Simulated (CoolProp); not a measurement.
Vapour-liquid equilibrium of R143a (1) + isobutane (2) at 296.2 K; x and y are mole fractions of (1).

Computed with CoolProp (multi-fluid Helmholtz-energy mixture model, Lemmon and Jacobsen 2000 and Bücker 2006; pair parameters Bell 2016).

```
x     bubble pressure, mixture model (bar)  bubble pressure, Raoult's law (bar)  y, mixture model  y, Raoult's law
----  ------------------------------------  -----------------------------------  ----------------  ---------------
0.05                                 4.593                                3.745             0.285            0.160
0.15                                 6.510                                4.613             0.513            0.390
0.25                                 7.824                                5.480             0.612            0.547
0.35                                 8.766                                6.348             0.671            0.661
0.45                                 9.491                                7.215             0.715            0.748
0.55                                 10.10                                8.083             0.754            0.816
0.65                                 10.63                                8.951             0.793            0.871
0.75                                 11.12                                9.818             0.837            0.916
0.85                                 11.55                                10.69             0.890            0.954
0.95                                 11.88                                11.55             0.958            0.986
```

The largest gap from Raoult's law is +42.8 % in bubble pressure, at x = 0.25. No azeotrope shows between x = 0.05 and 0.95.

Pair parameters are fitted to limited data, so mixtures are less certain than the pure fluids.
